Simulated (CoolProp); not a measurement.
R1233zd(E) along the isobar 5.21 MPa: density (kg/m³) from the reference equation and from simpler models built on Tc = 165.7 °C, pc = 3.583 MPa, ω = 0.304; each cubic takes its own stable root.

The numbers come from the reference Helmholtz-energy equation of state, Akasaka 2022 in CoolProp.

```json
[
 {"T (°C)": "110.65", "phase": "liquid", "reference": "1050", "van der Waals": "659.9", "Redlich-Kwong": "888.2", "Soave-Redlich-Kwong": "926.3"},
 {"T (°C)": "118.05", "phase": "liquid", "reference": "?", "van der Waals": "647.4", "Redlich-Kwong": "863.5", "Soave-Redlich-Kwong": "899.3"},
 {"T (°C)": "125.35", "phase": "liquid", "reference": "998.7", "van der Waals": "634.3", "Redlich-Kwong": "837.9", "Soave-Redlich-Kwong": "870.8"},
 {"T (°C)": "132.75", "phase": "liquid", "reference": "970.2", "van der Waals": "620.4", "Redlich-Kwong": "810.4", "Soave-Redlich-Kwong": "839.7"},
 {"T (°C)": "140.05", "phase": "liquid", "reference": "939.8", "van der Waals": "605.9", "Redlich-Kwong": "781.4", "Soave-Redlich-Kwong": "806.5"},
 {"T (°C)": "147.45", "phase": "liquid", "reference": "905.9", "van der Waals": "?", "Redlich-Kwong": "749.9", "Soave-Redlich-Kwong": "769.7"},
 {"T (°C)": "154.75", "phase": "liquid", "reference": "868.2", "van der Waals": "573.4", "Redlich-Kwong": "716.1", "Soave-Redlich-Kwong": "729.4"},
 {"T (°C)": "162.15", "phase": "liquid", "reference": "?", "van der Waals": "555.0", "Redlich-Kwong": "?", "Soave-Redlich-Kwong": "683.4"},
 {"T (°C)": "169.45", "phase": "supercritical", "reference": "771.4", "van der Waals": "?", "Redlich-Kwong": "637.0", "Soave-Redlich-Kwong": "631.0"},
 {"T (°C)": "176.85", "phase": "supercritical", "reference": "702.6", "van der Waals": "512.7", "Redlich-Kwong": "589.2", "Soave-Redlich-Kwong": "568.1"}
]
```

Task: Fill in the missing entries.

Result: 
- 118.05, reference: 1025
- 147.45, van der Waals: 590.1
- 162.15, reference: 824.1
- 162.15, Redlich-Kwong: 678.5
- 169.45, van der Waals: 535.1
